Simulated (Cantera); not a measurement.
A freely propagating, adiabatic, planar premixed flame of CH4 : C2H6 : O2 : N2 : H2O = 1 : 0.11 : 1.59 : 5.98 : 1.9 (molar parts), equivalence ratio 1.5, unburnt at 650 K and 6.61 atm; multicomponent transport, grid criteria slope 0.08 and curve 0.16, no radiation.

Cantera simulation using GRI-Mech 3.0 (53 species, 325 reactions); the numbers are that mechanism's predictions, not measurements. Burning velocities carry a grid error of a few per cent, more on coarse grids.

x: mole fraction of selected species; z is measured from the peak of heat release.

| z (mm) | T (K) | u (m/s) | x CH4 | x C2H6 | x O2 | x CH3 | x H2O | x HCN |
|---|---|---|---|---|---|---|---|---|
| -0.887 | 651 | 0.189 | 0.0942 | 0.0104 | 0.150 | <1e-8 | 0.179 | <1e-8 |
| -0.591 | 660 | 0.192 | 0.0933 | 0.0103 | 0.148 | <1e-8 | 0.179 | <1e-8 |
| -0.443 | 685 | 0.201 | 0.0915 | 0.0102 | 0.146 | <1e-8 | 0.182 | <1e-8 |
| -0.296 | 779 | 0.231 | 0.0854 | 0.00970 | 0.137 | 3.64e-8 | 0.192 | 2.25e-8 |
| -0.148 | 1121 | 0.339 | 0.0625 | 0.00640 | 0.101 | 2.06e-5 | 0.230 | 1.44e-7 |
| -0.0739 | 1422 | 0.435 | 0.0403 | 0.00265 | 0.0649 | 0.000271 | 0.266 | 3.17e-7 |
| 0 | 1692 | 0.523 | (withheld) | (withheld) | (withheld) | 0.000702 | 0.296 | (withheld) |
| 0.0739 | 1836 | 0.569 | 0.0111 | 0.000129 | 0.0116 | 0.000669 | 0.310 | 1.14e-6 |
| 0.148 | 1893 | 0.586 | 0.00779 | 3.87e-5 | 0.00471 | 0.000460 | 0.313 | 1.52e-6 |
| 0.296 | 1924 | 0.596 | (withheld) | (withheld) | (withheld) | (withheld) | 0.312 | 1.80e-6 |
| 0.591 | 1930 | 0.598 | 0.00435 | 2.96e-6 | 0.000114 | 0.000137 | 0.307 | 1.92e-6 |
| 1.18 | 1926 | 0.598 | 0.00314 | 1.29e-6 | 2.32e-6 | 8.81e-5 | 0.301 | 1.93e-6 |
| 2.36 | 1919 | 0.598 | 0.00209 | 5.24e-7 | 5.53e-8 | 5.41e-5 | 0.296 | 1.79e-6 |

Q: Complete the blanks.

A: 
- 0, x CH4: 0.0204
- 0, x C2H6: 0.000610
- 0, x O2: 0.0301
- 0, x HCN: 6.46e-7
- 0.296, x CH4: 0.00575
- 0.296, x C2H6: 9.20e-6
- 0.296, x O2: 0.00110
- 0.296, x CH3: 0.000243
